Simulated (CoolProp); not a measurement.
Vapour-liquid equilibrium of R22 (1) + R123 (2) at 0.31 MPa; x and y are mole fractions of (1).

Model: multi-fluid Helmholtz-energy mixture model, Kamei 1995 and Younglove 1994; pair parameters Bell 2016, in CoolProp.

```tsv
x	bubble temperature, mixture model (K)	bubble temperature, Raoult's law (K)	y, mixture model	y, Raoult's law
0.05	326.6	324.4	0.258	0.323
0.2	303.8	301.4	0.690	0.734
0.35	288.5	287.5	0.855	0.873
0.5	278.2	277.9	0.926	0.935
0.65	270.9	270.8	0.961	0.967
0.8	265.4	265.3	0.982	0.986
0.95	260.8	260.7	0.996	0.997
```

The largest gap from Raoult's law is +2.4 K in bubble temperature, at x = 0.2. No azeotrope shows between x = 0.05 and 0.95.

The pair parameters rest on a limited set of measurements; away from them the model extrapolates.
